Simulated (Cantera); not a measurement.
Mixture: CH4 : CO : O2 : N2 : H2O = 1 : 0.37 : 1.82 : 6.85 : 2.1 (molar parts), at 500000 Pa, adiabatic and at constant volume. Ignition delay is the time to a rise of 400 K.

Model: GRI-Mech 3.0 (53 species, 325 reactions), integrated in Cantera.

Question: What does this change do: constant pressure in place of constant volume?

Answer: 
```csv
quantity,before,after
delay at 1175 K,24.7 ms,26.1 ms
delay at 1275 K,6.67 ms,7.13 ms
delay at 1375 K,2.03 ms,2.19 ms
delay at 1475 K,0.668 ms,0.722 ms
delay at 1575 K,0.235 ms,0.254 ms
delay at 1675 K,90.3 µs,97.6 µs
apparent activation energy between 1475 and 1675 K,210 kJ/mol,210 kJ/mol
```

Question: What does this change do: pressure from 500000 Pa to 101000 Pa?

Answer: 
```json
[
 {"quantity": "delay at 1175 K", "before": "24.7 ms", "after": "0.122 s"},
 {"quantity": "delay at 1275 K", "before": "6.67 ms", "after": "29.1 ms"},
 {"quantity": "delay at 1375 K", "before": "2.03 ms", "after": "7.77 ms"},
 {"quantity": "delay at 1475 K", "before": "0.668 ms", "after": "2.30 ms"},
 {"quantity": "delay at 1575 K", "before": "0.235 ms", "after": "0.775 ms"},
 {"quantity": "delay at 1675 K", "before": "90.3 µs", "after": "0.304 ms"},
 {"quantity": "apparent activation energy between 1475 and 1675 K", "before": "210 kJ/mol", "after": "210 kJ/mol"}
]
```
